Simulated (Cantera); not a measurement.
Charge: 1 mol CCl₄, 0.079 mol H₂, at 973 K and 1.00 bar.

Method: chemical equilibrium by Gibbs-energy minimisation in Cantera with the NASA 1993 tables (ideal gas, pure condensed phases). Candidate condensed phases: C, C₆H₆, C₇H₈, C₈H₁₈; 91 gas species. Gases not in the tables: chlorinated aromatics. Kinetics and transport are ignored.

Base state: Cl₂ 0.915, HCl 0.0766, CCl₄ 0.00773, Cl 0.000245 (mole fractions); condensed: C(graphite).

What changes in the equilibrium state with this change: temperature from 973 K to 1150 K?


| species | before | after |
|---|---|---|
| Cl₂ | 0.915 | 0.920 |
| HCl | 0.0766 | 0.0760 |
| Cl | 0.000245 | 0.00263 |
| CCl₄ | 0.00773 | 0.00144 |
| C(graphite), mol | 0.984 | 0.997 |
